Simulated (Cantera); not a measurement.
An isothermal, constant-pressure homogeneous reactor starts with CH4 : CO2 : H2 = 1 : 2.2 : 1.2 (molar parts), at 1300 K and 21000 Pa. Integrator tolerance rtol = 1e-08.

Model: GRI-Mech 3.0 (53 species, 325 reactions), integrated in Cantera.

Problem. What does this change do: temperature 1300 to 1725 K?

Solution. 
| quantity | before | after |
|---|---|---|
| x(CH4) at 1.00 s | 0.227 (gas-phase equilibrium 6.54e-7) | 0.00751 (gas-phase equilibrium 2.79e-9) |
| x(CO2) at 1.00 s | 0.496 (gas-phase equilibrium 0.0725) | 0.0672 (gas-phase equilibrium 0.0491) |
| x(H2) at 1.00 s | 0.269 (gas-phase equilibrium 0.385) | 0.313 (gas-phase equilibrium 0.361) |
| x(OH) at 1.00 s | 1.57e-9 (gas-phase equilibrium 5.88e-9) | 7.25e-6 (gas-phase equilibrium 5.17e-6) |
| x(CH2O) at 1.00 s | 1.01e-7 (gas-phase equilibrium 1.62e-8) | 7.32e-7 (gas-phase equilibrium 1.44e-8) |
| x(C2H6) at 1.00 s | 3.51e-5 (gas-phase equilibrium <1e-12) | 8.68e-7 (gas-phase equilibrium <1e-12) |
| x(CO) at 1.00 s | 0.00386 (gas-phase equilibrium 0.428) | 0.412 (gas-phase equilibrium 0.451) |
